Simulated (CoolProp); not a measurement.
Vapour-liquid equilibrium of C3F8 (R218) (1) + R134a (2) at 235.4 K; x and y are mole fractions of (1).

The numbers come from the multi-fluid Helmholtz-energy mixture model, Lemmon 2006 and Tillner-Roth 1994; pair parameters Bell 2016 in CoolProp.

Question: Give the bubble pressure and the first vapour's composition at x = 0.125, 0.425, 0.575. Is there an azeotrope?

Answer: x = 0.125: 91.98 kPa, y = 0.429; x = 0.425: 113.3 kPa, y = 0.602; x = 0.575: 115.5 kPa, y = 0.638. y crosses x between x = 0.65 and 0.725: the model has an azeotrope there.

Pair parameters are fitted to limited data, so mixtures are less certain than the pure fluids. With so large a gap from Raoult's law the liquid may split in two, which this calculation doesn't test in full.
